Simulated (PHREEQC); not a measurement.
Make-up at 25 °C: 37 mmol/kgw HF, 2.3 mmol/kgw NaF and 0.039 mmol/kgw H4SiO4. Closed to the air; pH follows from the charge balance.

Computed with PHREEQC (ion-association model, phreeqc.dat).

```tsv
quantity	before	after
pH	2.40	2.70
ionic strength (mol/kgw)	0.00664	0.00447
HF (mol/kgw)	0.0318	0.0342
F- (mol/kgw)	0.00581	0.00380
HF2- (mol/kgw)	0.000710	0.000548
NaF (mol/kgw)	6.45e-6	4.26e-6
```

Task: Which change was made?
A. H4SiO4 left out
B. diluted 10-fold with water
C. temperature from 25 to 85 °C

Result: C, temperature from 25 to 85 °C

Precipitation was switched off in this run. Constants without temperature data keep their 25 °C values here. SiF6-2 is the database's only silicon fluoride.
